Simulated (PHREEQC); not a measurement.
1.2 g of hydrous ferric oxide (600 m²/g; 0.2 weak and 0.005 strong sites per Fe, Dzombak-Morel constants, diffuse double layer) in 1 kg of water with 0.05 mol/kgw of an inert sodium salt and 0.018 mmol/kgw ZnCl2, at 25 °C; the pH is set by adding NaOH or the inert anion's acid. O2 is buffered at 0.21 atm. The system is closed to CO2. Precipitation was switched off in this run.

Equilibrium calculation in PHREEQC: ion-association model, wateq4f.dat.

Question: Predict surface charge σ (C/m²) at pH = 3.67, 7.67, 9, 10.33, 11.

Answer: 
```json
[
 {"pH": "3.67", "surface charge σ (C/m²)": "0.324"},
 {"pH": "7.67", "surface charge σ (C/m²)": "0.012"},
 {"pH": "9", "surface charge σ (C/m²)": "-0.026"},
 {"pH": "10.33", "surface charge σ (C/m²)": "-0.096"},
 {"pH": "11", "surface charge σ (C/m²)": "-0.157"}
]
```

Complexes and solids missing from the database can't appear. The oxide is taken as insoluble; below pH 4 it would dissolve.
